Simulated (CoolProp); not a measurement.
Vapour-liquid equilibrium of m-xylene (1) + n-undecane (2) at 350.7 K; x and y are mole fractions of (1).

Model: multi-fluid Helmholtz-energy mixture model, Zhou 2012 and Aleksandrov 2011; pair parameters Bell 2016, in CoolProp.

Q: Give the bubble pressure and the first vapour's composition at x = 0.2, 0.65, 0.725. Is there an azeotrope?

A: x = 0.2: 0.003911 MPa, y = 0.683; x = 0.65: 0.009336 MPa, y = 0.942; x = 0.725: 0.01027 MPa, y = 0.959. No azeotrope shows between x = 0.05 and 0.95.

The pair parameters rest on a limited set of measurements; away from them the model extrapolates.
